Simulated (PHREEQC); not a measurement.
A made-up water analysis in mg/L, 80 °C, pH 6.6, pe 11.5:

```
constituent                 mg/L
-----------------------  -------
Na                          3.23
K                         0.0867
Ca                          2.16
Mg                        0.0395
Cl                          4.09
S(6) as SO4                 3.05
Alkalinity as HCO3          4.45
O(0) (dissolved oxygen)  0.00497
B                        0.00315
Si as SiO2                 0.187
F                         0.0504
```

Valence states are taken as typed.

Computed with PHREEQC (ion-association model, phreeqc.dat).

| Quantity | Value |
|---|---|
| ionic strength | 0.000340 mol/kgw |
| charge-balance error | -0.1 % |

| species | molality | activity | log γ |
|---|---|---|---|
| Na+ | 0.000140 | 0.000137 | -0.010 |
| Cl- | 0.000115 | 0.000113 | -0.010 |
| HCO3- | 7.20e-5 | 7.03e-5 | -0.010 |
| Ca+2 | 5.35e-5 | 4.87e-5 | -0.041 |
| CO2 | 3.85e-5 | 3.85e-5 | 0.000 |
| SO4-2 | 3.13e-5 | 2.85e-5 | -0.041 |
| H4SiO4 | 3.10e-6 | 3.10e-6 | 0.000 |
| F- | 2.65e-6 | 2.59e-6 | -0.010 |

No solid was allowed to form. Constants without temperature data keep their 25 °C values here. SiF6-2 is the database's only silicon fluoride. Real BF4- forms and hydrolyses slowly; the run takes it at equilibrium.
